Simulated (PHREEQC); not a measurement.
A solution holds 0.0049 mol/kgw HF, 0.00052 mol/kgw CsF, 0.0002 mol/kgw (NH4)2SiF6 and 0.21 mol/kgw HCl, at 25 °C. Closed to the air; pH follows from the charge balance.

The numbers come from PHREEQC with the ion-association model, wateq4f.dat.

### Question
The ionic strength comes out as 0.210 mol/kgw. What activity coefficients do NH4+, H+, Cs+, SiF6-2, F- get?

### Answer
NH4+ 0.74, H+ 0.80, Cs+ 0.74, SiF6-2 0.29, F- 0.70.

No solid was allowed to form. Species that the database lacks are ignored. SiF6-2 is the database's only silicon fluoride.
